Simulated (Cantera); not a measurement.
A Cantera script and what it prints.

```python
import numpy as np
import cantera as ct

gas_names = [...]  # 114 gases of nasa_gas.yaml made of C, Fe, H, O
cond_names = """
    C(gr) C6H6(L) C7H8(L) C8H18(L),n-octa Fe(a) Fe(c) Fe(d) Fe(L) FeC5O5(L) FeO(s) FeO(L) Fe(OH)2(s)
    Fe(OH)3(s) Fe2O3(s) Fe3O4(s) H2O(s) H2O(L)
""".split()


# ... load() reads the species with a 1 bar reference pressure and builds the phases ...
atoms = {
    'Fe2O3': {'Fe': 2, 'O': 3},
    'CO': {'C': 1, 'O': 1},
    'H2': {'H': 2},
    'C': {'C': 1},
}
top_T = {'C(gr)': 4500, 'Fe2O3(s)': 1830, 'Fe3O4(s)': 1870}  # K; cautious upper limits of use, not melting points


# ... equilibrate(T, P, feed) seeds the gas with the atoms and calls Mixture.equilibrate('TP', solver="vcs", rtol=1e-11, max_steps=5000) ...
results = []
feed = {'Fe2O3': 1, 'CO': 2.7, 'H2': 5.8, 'C': 1.7}  # mol
T = 1875  # K
for P in [10, 36, 130, 460, 1700, 6000, 22000, 77000, 280000, 1000000]:
    mix = equilibrate(T, P, feed)
    results.append((T, P, feed, dict(zip(mix.species_names, mix.species_moles))))
    x = sorted(zip(gas.X, gas.species_names), reverse=True)
    print(f"T = {T:g} K  P = {P:g} Pa  gas = {mix.phase_moles(0):.4g} mol")
    print("   x: " + "  ".join(f"{s} {v:.3e}" for v, s in x if v > 0.001))
    print("   condensed (mol): " + ("  ".join(f"{mix.phase(i).name} {mix.phase_moles(i):.4g}"
          for i in range(1, mix.n_phases) if mix.phase_moles(i) > 1e-12) or "none"))
```

Output:

```
T = 1875 K  P = 10 Pa  gas = 12.45 mol
   x: H2 3.616e-01  CO 3.345e-01  Fe 1.601e-01  H2O 8.416e-02  H 3.942e-02  CO2 1.892e-02
   condensed (mol): none
T = 1875 K  P = 36 Pa  gas = 12.33 mol
   x: H2 3.739e-01  CO 3.380e-01  Fe 1.616e-01  H2O 8.565e-02  H 2.112e-02  CO2 1.882e-02
   condensed (mol): none
T = 1875 K  P = 130 Pa  gas = 10.95 mol
   x: H2 4.264e-01  CO 3.807e-01  H2O 9.717e-02  Fe 6.241e-02  CO2 2.109e-02  H 1.187e-02
   condensed (mol): Fe(L) 1.314
T = 1875 K  P = 460 Pa  gas = 10.42 mol
   x: H2 4.509e-01  CO 4.002e-01  H2O 1.025e-01  CO2 2.211e-02  Fe 1.764e-02  H 6.490e-03
   condensed (mol): Fe(L) 1.816
T = 1875 K  P = 1700 Pa  gas = 10.27 mol
   x: H2 4.591e-01  CO 4.062e-01  H2O 1.041e-01  CO2 2.240e-02  Fe 4.772e-03  H 3.406e-03
   condensed (mol): Fe(L) 1.951
T = 1875 K  P = 6000 Pa  gas = 10.22 mol
   x: H2 4.618e-01  CO 4.079e-01  H2O 1.046e-01  CO2 2.247e-02  H 1.818e-03  Fe 1.352e-03
   condensed (mol): Fe(L) 1.986
T = 1875 K  P = 22000 Pa  gas = 10.21 mol
   x: H2 4.628e-01  CO 4.085e-01  H2O 1.048e-01  CO2 2.249e-02
   condensed (mol): Fe(L) 1.996
T = 1875 K  P = 77000 Pa  gas = 10.2 mol
   x: H2 4.633e-01  CO 4.087e-01  H2O 1.049e-01  CO2 2.249e-02
   condensed (mol): Fe(L) 1.999
T = 1875 K  P = 280000 Pa  gas = 10.2 mol
   x: H2 4.635e-01  CO 4.088e-01  H2O 1.049e-01  CO2 2.250e-02
   condensed (mol): Fe(L) 2
T = 1875 K  P = 1e+06 Pa  gas = 10.2 mol
   x: H2 4.636e-01  CO 4.088e-01  H2O 1.049e-01  CO2 2.250e-02
   condensed (mol): Fe(L) 2
```

Method: chemical equilibrium by Gibbs-energy minimisation in Cantera with the NASA 1993 tables (ideal gas, pure condensed phases).
